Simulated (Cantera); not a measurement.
A Cantera script and what it prints.

```python
import numpy as np
import cantera as ct

gas_names = """
    CL CL2 H HCL H2 Si SiCL SiCL2 SiCL3 SiCL4 SiH SiHCL3 SiH2 SiH2CL2 SiH3 SiH3CL SiH4 Si2 Si3
""".split()
cond_names = """
    Si(cr) Si(L)
""".split()


# ... load() reads the species with a 1 bar reference pressure and builds the phases ...
atoms = {
    'SiCl4': {'Si': 1, 'CL': 4},
    'H2': {'H': 2},
}
top_T = {}  # K; cautious upper limits of use, not melting points


# ... equilibrate(T, P, feed) seeds the gas with the atoms and calls Mixture.equilibrate('TP', solver="vcs", rtol=1e-11, max_steps=5000) ...
results = []
feed = {'SiCl4': 1, 'H2': 7.9}  # mol
T = 1198  # K
for P in [10000, 20000, 42000, 85000, 170000, 350000, 720000, 1500000, 3000000]:
    mix = equilibrate(T, P, feed)
    results.append((T, P, feed, dict(zip(mix.species_names, mix.species_moles))))

top = {s: max(r[3][s] / sum(r[3][g] for g in gas_names) for r in results) for s in gas_names}
cols = sorted((s for s in top if top[s] > 0.001), key=lambda s: -top[s])[:8]
seen = [c for c in cond_names if any(r[3].get(c, 0) > 1e-12 for r in results)]
print("log10 of partial pressures in bar; condensed amounts in mol")
print(f"{'P/Pa':>10s}" + "".join(f"{s[:9]:>10s}" for s in cols + seen))
for T, P, feed, n in results:
    ng = sum(n[g] for g in gas_names)
    print(f"{P:10.4g}" + "".join(f"{np.log10(max(n[s] / ng * P / 1e5, 1e-99)):10.3f}" for s in cols)
          + "".join(f"{n.get(c, 0):10.4g}" for c in seen))
```

It prints:

```
log10 of partial pressures in bar; condensed amounts in mol
      P/Pa        H2     SiCL4       HCL    SiHCL3     SiCL2     SiCL3   SiH2CL2    Si(cr)
     1e+04    -1.085    -2.203    -2.154    -2.704    -2.852    -3.001    -4.088     0.024
     2e+04    -0.780    -1.885    -1.922    -2.312    -2.693    -2.762    -3.624   0.00926
   4.2e+04    -0.454    -1.550    -1.658    -1.916    -2.561    -2.529    -3.167         0
   8.5e+04    -0.147    -1.234    -1.382    -1.569    -2.489    -2.335    -2.787         0
   1.7e+05     0.156    -0.927    -1.101    -1.240    -2.442    -2.157    -2.437         0
   3.5e+05     0.470    -0.609    -0.801    -0.908    -2.410    -1.983    -2.092         0
   7.2e+05     0.783    -0.292    -0.495    -0.584    -2.391    -1.815    -1.759         0
   1.5e+06     1.102     0.028    -0.181    -0.258    -2.380    -1.649    -1.429         0
     3e+06     1.403     0.331     0.117     0.047    -2.373    -1.495    -1.121         0
```

Equilibrium computed with Cantera from the NASA thermochemical tables; the gas is ideal and each condensed phase is pure. The tables' values for SiCl3 are old estimates; treat these amounts as uncertain.
